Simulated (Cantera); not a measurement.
Low-pressure radical oxidation in H2/O2

An isothermal, constant-pressure homogeneous reactor starts with 32.2 % H2, 67.1 % O2, 0.738 % H2O, equivalence ratio 0.24, at 925 K and 0.00780 atm.

Computed with Cantera and the H2/O2 subset of GRI-Mech 3.0, which has no nitrogen chemistry. Radical loss at walls, strong at low pressure, is not modelled. Below about 950 K walls govern HO2 and H2O2 in real vessels. The temperature is held fixed by assumption; the heat of reaction is taken as removed at once.

```
t (s)         x H2   x O2    x H2O2       x O      x OH
--------  --------  -----  --------  --------  --------
0.000100     0.322  0.671    <1e-12  1.01e-12    <1e-12
0.000224     0.322  0.671    <1e-12  4.44e-12  1.86e-12
0.000502     0.322  0.671    <1e-12  1.94e-11  6.60e-12
0.00112      0.322  0.671    <1e-12  1.17e-10  3.64e-11
0.00252      0.322  0.671    <1e-12   2.60e-9  7.93e-10
0.00564      0.322  0.671  5.23e-11   2.07e-6   6.32e-7
0.0126      0.0504  0.567   2.18e-7    0.0276   0.00524
0.0283     0.00710  0.599   4.61e-7   0.00748   0.00245
0.0634    0.000906  0.607   4.60e-7  0.000716  0.000531
0.142     0.000159  0.607   2.92e-7   9.80e-5  0.000179
0.318      3.06e-5  0.607   1.54e-7   1.93e-5   8.08e-5
0.712      5.67e-6  0.607   7.64e-8   4.56e-6   4.03e-5
1.59       1.05e-6  0.608   3.79e-8   1.27e-6   2.14e-5
3.57       2.29e-7  0.608   1.93e-8   4.11e-7   1.22e-5
8.00       6.64e-8  0.608   1.01e-8   1.50e-7   7.35e-6
```
x: mole fraction; the columns are a selection and need not sum to one.

Equilibrium at this temperature and pressure: H2 4.46e-11, O2 0.608, H2O2 2.72e-11, O 1.18e-10, OH 2.05e-7 (gas phase only).
